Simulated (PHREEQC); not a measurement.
## Hard or scaling water

A solution holds 120 mmol/kgw SrCl2, at 20 °C. Closed to the air; pH follows from the charge balance.

All values are PHREEQC results (Pitzer model, pitzer.dat), not measurements.

```json
{
  "ionic_strength": "0.360 mol/kgw",
  "activity_of_water": "0.994",
  "specific_conductance": "19100 µS/cm",
  "density": "1.015 g/cm³",
  "osmotic_coefficient": "0.854"
}
```

| species | molality | activity | log γ |
|---|---|---|---|
| Cl- | 0.240 | 0.162 | -0.172 |
| Sr+2 | 0.120 | 0.0346 | -0.540 |
| OH- | 1.32e-7 | 6.74e-8 | -0.293 |
| H+ | 1.32e-7 | 1.01e-7 | -0.118 |

This is a speciation only: nothing precipitates in the calculation. Complexes and solids missing from the database can't appear.
